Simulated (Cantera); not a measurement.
What does this Cantera script print?

```python
import numpy as np
import cantera as ct

gas_names = """
    H HO2 H2 H2O H2O2 Mg MgH MgO MgOH MgO2H2 Mg2 O OH O2 O3
""".split()
cond_names = """
    H2O(s) H2O(L) Mg(cr) Mg(L) MgO(s) MgO(L) MgO2H2(s)
""".split()


# ... load() reads the species with a 1 bar reference pressure and builds the phases ...
atoms = {
    'Mg(OH)2': {'Mg': 1, 'O': 2, 'H': 2},
    'H2O': {'H': 2, 'O': 1},
    'H2': {'H': 2},
}
top_T = {}  # K; cautious upper limits of use, not melting points


# ... equilibrate(T, P, feed) seeds the gas with the atoms and calls Mixture.equilibrate('TP', solver="vcs", rtol=1e-11, max_steps=5000) ...
results = []
feed = {'Mg(OH)2': 1, 'H2O': 0.04, 'H2': 0.23}  # mol
P = 37  # Pa
for T in [898, 973, 1048, 1123, 1198, 1273, 1348, 1423, 1498, 1573, 1648, 1723]:
    mix = equilibrate(T, P, feed)
    results.append((T, P, feed, dict(zip(mix.species_names, mix.species_moles))))

top = {s: max(r[3][s] / sum(r[3][g] for g in gas_names) for r in results) for s in gas_names}
cols = sorted((s for s in top if top[s] > 1e-05), key=lambda s: -top[s])[:5]
seen = [c for c in cond_names if any(r[3].get(c, 0) > 1e-12 for r in results)]
print("log10 of partial pressures in bar; condensed amounts in mol")
print(f"{'T/K':>10s}" + "".join(f"{s[:9]:>10s}" for s in cols + seen))
for T, P, feed, n in results:
    ng = sum(n[g] for g in gas_names)
    print(f"{T:10.4g}" + "".join(f"{np.log10(max(n[s] / ng * P / 1e5, 1e-99)):10.3f}" for s in cols)
          + "".join(f"{n.get(c, 0):10.4g}" for c in seen))
```

It prints:

```
log10 of partial pressures in bar; condensed amounts in mol
       T/K       H2O        H2         H        OH        Mg    MgO(s)
       898    -3.519    -4.174   -12.048   -14.429   -21.108         1
       973    -3.519    -4.174   -11.053   -13.146   -18.890         1
      1048    -3.519    -4.174   -10.199   -12.045   -16.995         1
      1123    -3.519    -4.174    -9.458   -11.091   -15.358         1
      1198    -3.519    -4.174    -8.808   -10.255   -13.930         1
      1273    -3.519    -4.174    -8.234    -9.517   -12.674         1
      1348    -3.519    -4.174    -7.723    -8.860   -11.560         1
      1423    -3.519    -4.174    -7.265    -8.273   -10.567         1
      1498    -3.519    -4.174    -6.852    -7.744    -9.676         1
      1573    -3.519    -4.175    -6.478    -7.265    -8.873         1
      1648    -3.519    -4.176    -6.139    -6.829    -8.145         1
      1723    -3.520    -4.179    -5.828    -6.431    -7.483    0.9999
```

These are equilibrium values from Cantera (NASA tables, ideal gas, pure condensed phases), not measurements of a reactor.
